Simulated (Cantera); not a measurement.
Input: 1 mol SiH2Cl2, 0.005 mol Cl2, 160 mol N2, equilibrated at 1402 °C and 9900 Pa.

Cantera equilibrium calculation (NASA polynomials, part measured and part estimated; ideal gas, pure solids and liquids). Candidate condensed phases: NH4Cl, Si, Si3N4; 28 gas species. The tables' values for SiCl3 are old estimates; treat these amounts as uncertain. Kinetics and transport are ignored.

Base state: N2 0.988, HCl 0.00667, H2 0.00284, SiCl2 0.00270, SiCl3 9.71e-5, Cl 3.60e-5, H 1.97e-5 (mole fractions); condensed: Si3N4(s).

**Question.** What changes in the equilibrium state with this change: temperature from 1402 °C to 875 °C?

**Answer.** 
```
species         before     after
-------------  -------  --------
N2               0.988     0.988
HCl            0.00667    0.0100
H2             0.00284   0.00119
SiCl2          0.00270   2.64e-6
SiCl4          7.24e-6  0.000600
H              1.97e-5   7.86e-9
Cl             3.60e-5   5.83e-8
SiCl3          9.71e-5   1.20e-5
Si3N4(s), mol    0.182     0.300
```
N2 is the only nitrogen source here; it is nearly inert below about 1500 K, so the nitride shown seldom forms there in practice.

**Question.** What changes in the equilibrium state with this change: temperature from 1402 °C to 777 °C?

**Answer.** 
```json
[
 {"species": "N2", "before": "0.988", "after": "0.988"},
 {"species": "HCl", "before": "0.00667", "after": "0.00983"},
 {"species": "H2", "before": "0.00284", "after": "0.00128"},
 {"species": "SiCl2", "before": "0.00270", "after": "1.77e-7"},
 {"species": "SiCl4", "before": "7.24e-6", "after": "0.000656"},
 {"species": "H", "before": "1.97e-5", "after": "<1e-9"},
 {"species": "Cl", "before": "3.60e-5", "after": "6.45e-9"},
 {"species": "SiCl3", "before": "9.71e-5", "after": "2.53e-6"},
 {"species": "Si3N4(s), mol", "before": "0.182", "after": "0.298"}
]
```
N2 is the only nitrogen source here; it is nearly inert below about 1500 K, so the nitride shown seldom forms there in practice.

**Question.** What changes in the equilibrium state with this change: pressure from 9900 Pa to 100000 Pa?

**Answer.** 
```
species         before     after
-------------  -------  --------
N2               0.988     0.988
HCl            0.00667   0.00852
H2             0.00284   0.00193
SiCl2          0.00270   0.00140
SiCl4          7.24e-6   9.10e-5
H              1.97e-5   5.10e-6
SiCl3          9.71e-5  0.000247
Si3N4(s), mol    0.182     0.240
```
